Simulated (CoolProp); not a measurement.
200 sccm (0 °C, 1 atm) of nitrogen bubbles through liquid ethylbenzene at 306.2 K and leaves saturated at a total pressure of 0.0269 MPa (ideal gas phase). Each further row changes one setting.

Values from CoolProp's reference Helmholtz-energy equation of state, Zhou 2012.

```tsv
case	vapour pressure (kPa)	mole fraction of vapour	delivery (mg/min)	delivery (sccm)	change of delivery for a bath 1 K warmer (%)
as stated	2.00	…	76.0	16.1	6.0
bath temperature 311.2 K	2.60	…	…	21.4	5.9
total pressure 0.0538 MPa	2.00	0.0371	36.5	7.72	…
```

**Question.** What belongs in the gaps?

**Answer.** 
- as stated, mole fraction of vapour: 0.0743
- bath temperature 311.2 K, mole fraction of vapour: 0.0967
- bath temperature 311.2 K, delivery (mg/min): 101
- total pressure 0.0538 MPa, change of delivery for a bath 1 K warmer (%): 5.7
